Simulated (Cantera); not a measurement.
A perfectly stirred reactor is fed with 1.41 % CH4, 98.6 % N2, at 0.0510 bar; it is held at 1625 K, and followed from long to short residence time.

Cantera simulation using GRI-Mech 3.0 (53 species, 325 reactions); the numbers are that mechanism's predictions, not measurements. GRI-Mech 3.0 stops at C3 and has no aromatics, soot or wall deposition, so with more carbon than oxygen in the feed, carbon stays in small species such as C2H2 where larger ones or solid carbon would form.

One state of this run: x CH4 = 0.0124; x CH3 = 0.000206; x C2H2 = 0.000424; x C2H6 = 5.33e-6; x H = 2.76e-6. x: mole fraction; the columns are a selection and need not sum to one.

Problem. Which value of τ (s) does it belong to?
(A) 0.70
(B) 0.077
(C) 0.0028
(D) 0.00093

Solution. B, 0.077
